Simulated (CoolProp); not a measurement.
Isobutene at 298.15 K and 0.184 MPa is throttled through a valve to 0.0451 MPa with no heat exchange. Each further row changes one setting.

Model: reference Helmholtz-energy equation of state, Lemmon 2005, in CoolProp. It is a short technical equation, of lower accuracy than the large ones.

```
case                        temperature change (K)  final density (kg/m³)
--------------------------  ----------------------  ---------------------
as stated                                     -3.9                   1.05
outlet pressure 0.0135 MPa                    -4.8                  0.312
outlet pressure 0.0586 MPa                    -3.5                   1.36
```
